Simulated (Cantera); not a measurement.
An isothermal, constant-pressure homogeneous reactor starts with CH4 : N2 = 1 : 1.5 (molar parts), at 1900 K and 100000 Pa.

Cantera simulation using GRI-Mech 3.0 (53 species, 325 reactions); the numbers are that mechanism's predictions, not measurements. GRI-Mech 3.0 stops at C3 and has no aromatics, soot or wall deposition, so with more carbon than oxygen in the feed, carbon stays in small species such as C2H2 where larger ones or solid carbon would form.

Task: Predict: x(CH4) at 10.0 s; x(H2) at 10.0 s; x(C2H4) at 10.0 s; x(HCN) at 10.0 s; x(CH2) at 10.0 s; x(C2H2) at 10.0 s; x(C2H6) at 10.0 s.

Result: 
```
Item                                                   Value
-----------------  -----------------------------------------
x(CH4) at 10.0 s     0.00297 (gas-phase equilibrium 0.00230)
x(H2) at 10.0 s          0.425 (gas-phase equilibrium 0.425)
x(C2H4) at 10.0 s  0.000722 (gas-phase equilibrium 0.000431)
x(HCN) at 10.0 s      0.000294 (gas-phase equilibrium 0.115)
x(CH2) at 10.0 s     1.08e-7 (gas-phase equilibrium 8.36e-8)
x(C2H2) at 10.0 s       0.141 (gas-phase equilibrium 0.0840)
x(C2H6) at 10.0 s    2.42e-7 (gas-phase equilibrium 1.45e-7)
```
